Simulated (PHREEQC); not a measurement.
A solution holds 8.6 mmol/kgw H3PO4, 81 mmol/kgw H2SO4 and 63 mmol/kgw ZnSO4, at 90 °C. Closed to the air; pH follows from the charge balance.

All values are PHREEQC results (ion-association model, wateq4f.dat), not measurements.

Precipitation was switched off in this run.

Estimate the pH, ionic strength.

pH 1.40; ionic strength 0.206 mol/kgw.

In which forms is P present?

H3PO4 88 %, H2PO4- 12 % of the P.

H3PO4, which wateq4f.dat lacks, is added to it with the constant of phreeqc.dat. Constants without temperature data keep their 25 °C values here. The database has no phosphate complexes of Zn.
